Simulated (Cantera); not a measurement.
An adiabatic, constant-pressure homogeneous reactor starts with 5.30 % CH4, 0.848 % CO, 19.7 % O2, 74.2 % N2, equivalence ratio 0.56, at 1598 K and 4.93 atm.

Cantera simulation using GRI-Mech 3.0 (53 species, 325 reactions); the numbers are that mechanism's predictions, not measurements.

### Question
Predict: time of steepest temperature rise; temperature at 0.900 s; equilibrium temperature; x(CO) at 0.900 s; x(O2) at 0.900 s; x(HCO) at 0.900 s; x(N2O) at 0.900 s.

### Answer
```json
{
  "time_of_steepest_temperature_rise": "0.114 ms",
  "temperature at 0.900 s": "2596 K",
  "equilibrium_temperature": "2596 K",
  "x(CO) at 0.900 s": "0.00540 (gas-phase equilibrium 0.00540)",
  "x(O2) at 0.900 s": "0.0778 (gas-phase equilibrium 0.0778)",
  "x(HCO) at 0.900 s": "2.19e-9 (gas-phase equilibrium 2.19e-9)",
  "x(N2O) at 0.900 s": "1.91e-6 (gas-phase equilibrium 1.91e-6)"
}
```
